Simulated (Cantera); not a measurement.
A Cantera script and its output.

```python
import numpy as np
import cantera as ct

surf = ct.Interface("ptcombust.yaml", "Pt_surf")
gas = surf.adjacent["gas"]
gas.TPX = 523, 230000, {'H2': 0.0023, 'O2': 0.097, 'N2': 0.79}
surf.TP = 523, 230000
reactor = ct.FlowReactor(gas, clone=False)
reactor.area = 0.0001  # m2
reactor.surface_area_to_volume_ratio = 6000  # 1/m
reactor.mass_flow_rate = 3 * reactor.area * gas.density  # inlet velocity 3 m/s
reactor.energy_enabled = False
wall = ct.ReactorSurface(surf, reactor, clone=False)
net = ct.ReactorNet([reactor])
net.rtol, net.atol = 1e-8, 1e-16
show, cover = ['H2', 'O2', 'H2O'], ['PT(S)', 'H(S)', 'O(S)', 'OH(S)', 'CO(S)', 'C(S)']

rows = []
print(f"{'z/m':>9s}{'u/(m/s)':>9s}" + "".join(f"{s:>13s}" for s in show + cover))
for z in [3.9e-05, 8.4e-05, 0.00018, 0.00039, 0.00084, 0.0018, 0.0039]:
    net.advance(z)
    rows.append([reactor.speed, *gas[show].X, *surf[cover].coverages])
    print(f"{z:9.4g}{rows[-1][0]:9.3g}" + "".join(f"{x:13.4e}" for x in rows[-1][1:]))
```

It prints:

```
      z/m  u/(m/s)           H2           O2          H2O        PT(S)         H(S)         O(S)        OH(S)        CO(S)         C(S)
  3.9e-05        3   2.4016e-03   1.0899e-01   1.8491e-04   3.3232e-02   1.2695e-08   9.5834e-01   8.4221e-03   2.5036e-23   1.5429e-27
  8.4e-05        3   2.2187e-03   1.0891e-01   3.6811e-04   3.0723e-02   1.0824e-08   9.6072e-01   8.5474e-03  -7.5592e-27  -9.3963e-31
  0.00018        3   1.9081e-03   1.0877e-01   6.7904e-04   2.6457e-02   7.9926e-09   9.6494e-01   8.5993e-03  -3.7717e-25  -7.0122e-29
  0.00039        3   1.4602e-03   1.0857e-01   1.1276e-03   2.0283e-02   4.6703e-09   9.7140e-01   8.3117e-03  -1.8862e-25  -7.0509e-30
  0.00084        3   9.7069e-04   1.0835e-01   1.6177e-03   1.3511e-02   2.0611e-09   9.7905e-01   7.4313e-03  -2.9279e-27  -8.0473e-31
   0.0018        3   5.6540e-04   1.0817e-01   2.0235e-03   7.8829e-03   7.0034e-10   9.8605e-01   6.0637e-03  -9.8639e-25  -6.0311e-29
   0.0039        3   2.9526e-04   1.0805e-01   2.2940e-03   4.1215e-03   1.9220e-10   9.9131e-01   4.5655e-03  -2.8639e-26   3.6090e-30
```

Detailed kinetics in Cantera: Deutschmann's 1995 Pt surface mechanism with GRI-Mech 3.0 gas chemistry. Catalytic surfaces can have several steady states; this one follows from the mechanism file's or the stated starting coverage. Mass transfer to the wall is taken as infinitely fast.
